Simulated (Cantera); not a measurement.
A Cantera script and what it prints.

```python
import numpy as np
import cantera as ct

gas_names = """
    B BH BH2 BH3 BN BO BO2 B2 B2O B2O2 B2O3 B3O3H3 H HBO HBO2 HNO HNO2 HNO3 HO2 H2 H2O H2O2 H3B3O6 N NH
    NH2 NH3 NH2OH NO NO2 NO3 N2 N2H2 N2H4 N2O O OH O2 O3
""".split()
cond_names = """
    B(b) B(L) BN(s) B2O3(L) B3O3H3(cr) H2O(s) H2O(L)
""".split()


def load(file, names, dense=False):
    # The tables refer to 1 bar. Condensed volumes are neglected.
    table = {s.name: s for s in ct.Species.list_from_file(file)}
    out = []
    for n in names:
        d = dict(table[n].input_data)
        d["thermo"] = dict(d["thermo"], **{"reference-pressure": 1e5})
        if dense:
            d["equation-of-state"] = {"model": "constant-volume", "density": "1e6 g/cm^3"}
        out.append(ct.Species.from_dict(d))
    return out


gas = ct.Solution(thermo="ideal-gas", species=load("nasa_gas.yaml", gas_names))
cond = {s.name: ct.Solution(thermo="fixed-stoichiometry", species=[s], name=s.name)
        for s in load("nasa_condensed.yaml", cond_names, dense=True)}
atoms = {
    'B': {'B': 1},
    'H2O': {'H': 2, 'O': 1},
    'N2': {'N': 2},
}
top_T = {'BN(s)': 3200}  # K; cautious upper limits of use, not melting points


def equilibrate(T, P, feed):
    n = {}
    for name, mol in feed.items():
        for a, k in atoms[name].items():
            n[a] = n.get(a, 0.0) + k * mol
    gas.TPX = T, P, n
    mass = sum(n.values()) * gas.mean_molecular_weight
    gas.equilibrate("TP")
    valid = [c for c in cond.values() if c.min_temp <= T <= top_T.get(c.name, c.max_temp)]
    mix = ct.Mixture([(gas, mass / gas.mean_molecular_weight)] + [(c, 0.0) for c in valid])
    mix.T, mix.P = T, P
    mix.equilibrate("TP", solver="vcs", rtol=1e-11, max_steps=5000)
    return mix


results = []
feed = {'B': 1, 'H2O': 0.18, 'N2': 0.71}  # mol
T = 1250  # K
P = 290  # Pa
mix = equilibrate(T, P, feed)
results.append((T, P, feed, dict(zip(mix.species_names, mix.species_moles))))
x = sorted(zip(gas.X, gas.species_names), reverse=True)
print(f"T = {T:g} K  P = {P:g} Pa  gas = {mix.phase_moles(0):.4g} mol")
print("   x: " + "  ".join(f"{s} {v:.3e}" for v, s in x if v > 0.001))
print("   condensed (mol): " + ("  ".join(f"{mix.phase(i).name} {mix.phase_moles(i):.4g}"
      for i in range(1, mix.n_phases) if mix.phase_moles(i) > 1e-12) or "none"))
```

Result:

```
T = 1250 K  P = 290 Pa  gas = 0.4501 mol
   x: N2 5.997e-01  H2 3.992e-01
   condensed (mol): BN(s) 0.8802  B2O3(L) 0.05974
```

Equilibrium computed with Cantera from the NASA thermochemical tables; the gas is ideal and each condensed phase is pure. N2 is the only nitrogen source here; it is nearly inert below about 1500 K, so the nitride shown seldom forms there in practice. Mutual solubility and eutectic melting of coexisting phases are not modelled.
